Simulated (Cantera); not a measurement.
Charge: 1 mol Cr, 1.3 mol NH₃, equilibrated at 0.0620 bar.

Cantera equilibrium calculation (NASA polynomials, part measured and part estimated; ideal gas, pure solids and liquids). Candidate condensed phases: Cr, CrN, Cr₂N; 11 gas species. The numbers say what is thermodynamically allowed, not how fast it happens.

x: gas mole fraction; n: condensed amount in mol.

```
T (K)   x H₂     x Cr   x N₂      x H  x CrN    x NH₃       x N  n Cr(s)  n Cr(l)
-----  -----  -------  -----  -------  -----  -------  --------  -------  -------
1900   0.743  0.00564  0.248  0.00275      …  4.75e-7  3.95e-10    0.985        0
1950   0.739   0.0104  0.247  0.00396      …  4.28e-7  8.59e-10    0.973        0
2000   0.731   0.0185  0.245  0.00558      …  3.85e-7   1.79e-9    0.951        0
2050   0.719   0.0319  0.241  0.00773      …  3.44e-7   3.60e-9    0.914        0
2100   0.701   0.0535  0.235   0.0105      …  3.02e-7   6.95e-9    0.852        0
2150   0.673   0.0866  0.227   0.0139      …  2.59e-7   1.29e-8        0    0.751
2200   0.633    0.135  0.214   0.0180      …  2.14e-7   2.32e-8        0    0.590
2250   0.576    0.206  0.196   0.0226      …  1.66e-7   3.97e-8        0    0.316
2300   0.520    0.274  0.178   0.0280      …  1.28e-7   6.62e-8        0        0
```

**Question.** What belongs in the gaps?

**Answer.** 
- 1900, x CrN: 5.15e-9
- 1950, x CrN: 1.12e-8
- 2000, x CrN: 2.33e-8
- 2050, x CrN: 4.64e-8
- 2100, x CrN: 8.90e-8
- 2150, x CrN: 1.62e-7
- 2200, x CrN: 2.80e-7
- 2250, x CrN: 4.63e-7
- 2300, x CrN: 6.61e-7
